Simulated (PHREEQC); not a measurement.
Make-up at 25 °C: 14 mmol/kgw Na2SO4 and 1.1 mmol/kgw KCl. Closed to the air; pH follows from the charge balance.

All values are PHREEQC results (Pitzer model, pitzer.dat), not measurements.

This is a speciation only: nothing precipitates in the calculation.

Task: Predict the specific conductance, osmotic coefficient.

Result: specific conductance 3100 µS/cm; osmotic coefficient 0.885.
